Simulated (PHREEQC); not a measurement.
Consider water at 85 °C with 52 mmol/kgw HNO3, 6.1 mmol/kgw CaCl2 and 72 mmol/kgw MnSO4. Closed to the air; pH follows from the charge balance.

Computed with PHREEQC (ion-association model, phreeqc.dat).

Problem. The ionic strength comes out as 0.192 mol/kgw. What activity coefficients do HSO4-, H+, Ca+2, SO4-2, Cl- get?

Solution. HSO4- 0.72, H+ 0.78, Ca+2 0.28, SO4-2 0.26, Cl- 0.69.

This is a speciation only: nothing precipitates in the calculation. Complexes and solids missing from the database can't appear. At this temperature some constants are extrapolated from 25 °C, and those without enthalpy data are left unchanged.
